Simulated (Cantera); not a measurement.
**Tantalum, niobium, vanadium and zirconium in process gases: Zr + O2 + H2**

A closed system holds: 1 mol Zr, 0.55 mol O2, 21 mol H2, equilibrated at 6300 Pa.

Method: chemical equilibrium by Gibbs-energy minimisation in Cantera with the NASA 1993 tables (ideal gas, pure condensed phases). Candidate condensed phases: H2O, Zr, ZrO2; 12 gas species. Mutual solubility and eutectic melting of coexisting phases are not modelled. Condensed phases not in the tables: N, O or C dissolved in the metal. Equilibrium is a limit: real reactors are often held back by kinetics, nucleation or transport.

From 1702 °C to 1802 °C the condensed part is Zr(β) + ZrO2(tetragonal). From 1852 °C to 2152 °C the condensed part is Zr(l) + ZrO2(tetragonal). The main Zr-bearing gas is ZrO throughout.

```csv
T (°C),x H2,x H,x ZrO,x H2O,x Zr,x ZrO2,x OH,n Zr(β),n ZrO2(tetragonal),n Zr(l)
1702,0.995,0.00544,5.15e-7,8.53e-7,2.46e-8,2.92e-10,4.44e-10,0.450,0.550,0
1752,0.992,0.00764,1.30e-6,1.31e-6,6.09e-8,9.36e-10,1.06e-9,0.450,0.550,0
1802,0.989,0.0106,3.11e-6,1.98e-6,1.44e-7,2.83e-9,2.41e-9,0.450,0.550,0
1852,0.986,0.0144,7.17e-6,2.92e-6,3.27e-7,8.12e-9,5.28e-9,0,0.550,0.450
1902,0.981,0.0193,1.57e-5,4.29e-6,6.95e-7,2.22e-8,1.13e-8,0,0.550,0.450
1952,0.974,0.0255,3.30e-5,6.18e-6,1.43e-6,5.79e-8,2.34e-8,0,0.550,0.450
2002,0.967,0.0333,6.72e-5,8.75e-6,2.84e-6,1.45e-7,4.68e-8,0,0.549,0.449
2052,0.957,0.0429,0.000133,1.22e-5,5.48e-6,3.47e-7,9.09e-8,0,0.548,0.449
2102,0.945,0.0546,0.000254,1.66e-5,1.03e-5,8.01e-7,1.71e-7,0,0.547,0.447
2152,0.931,0.0688,0.000473,2.24e-5,1.88e-5,1.79e-6,3.14e-7,0,0.545,0.445
```
x: gas mole fraction; n: condensed amount in mol.
